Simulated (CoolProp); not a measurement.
Vapour-liquid equilibrium of acetone (1) + n-hexane (2) at 0.311 MPa; x and y are mole fractions of (1).

The numbers come from the multi-fluid Helmholtz-energy mixture model, Lemmon 2006 and Thol 2019; pair parameters Bell 2016 in CoolProp.

| x | bubble temperature (°C) | y at the bubble point | dew temperature at overall composition x (°C) | liquid density (mol/L) |
|---|---|---|---|---|
| 0.05 | 102.9 | 0.172 | 107.5 | 6.830 |
| 0.15 | 95.3 | 0.365 | 103.8 | 7.215 |
| 0.25 | 91.4 | 0.466 | 99.9 | 7.595 |
| 0.35 | 89.2 | 0.528 | 95.9 | 7.999 |
| 0.45 | 88.1 | 0.573 | 91.9 | 8.445 |
| 0.55 | 87.4 | 0.612 | 88.6 | 8.946 |
| 0.65 | 87.2 | 0.653 | 87.2 | 9.512 |
| 0.75 | 87.4 | 0.705 | 88.0 | 10.15 |
| 0.85 | 88.5 | 0.780 | 89.8 | 10.88 |
| 0.95 | 90.9 | 0.904 | 92.0 | 11.68 |

y crosses x between x = 0.65 and 0.75: the model has an azeotrope there.

The pair parameters rest on a limited set of measurements; away from them the model extrapolates.
